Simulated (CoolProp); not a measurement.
Values from CoolProp's reference Helmholtz-energy equation of state, Beckmüller 2019.

Give the vapour pressure (bar), liquid density (kg/m³), vapour density (kg/m³), liquid viscosity (µPa s) of saturated n-octane at 457.9, 478.6, 486.8 K.


| T (K) | p (bar) | liquid density (kg/m³) | vapour density (kg/m³) | liquid viscosity (µPa s) |
|---|---|---|---|---|
| 457.9 | 4.10 | 549 | 14.4 | 129 |
| 478.6 | 6.10 | 524 | 21.8 | 110 |
| 486.8 | 7.07 | 513 | 25.5 | 103 |

Viscosity comes from a separate model (Huber 2004).
